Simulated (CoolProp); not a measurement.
Vapour-liquid equilibrium of n-heptane (1) + p-xylene (2) at 141.35 °C; x and y are mole fractions of (1).

Computed with CoolProp (multi-fluid Helmholtz-energy mixture model, Span 2003 and Zhou 2012; pair parameters Bell 2016).

**Question.** Give the bubble pressure and the first vapour's composition at x = 0.05, 0.35, 0.65. Is there an azeotrope?

**Answer.** x = 0.05: 0.1229 MPa, y = 0.145; x = 0.35: 0.1896 MPa, y = 0.597; x = 0.65: 0.2456 MPa, y = 0.815. No azeotrope shows between x = 0.05 and 0.95.

Pair parameters are fitted to limited data, so mixtures are less certain than the pure fluids.
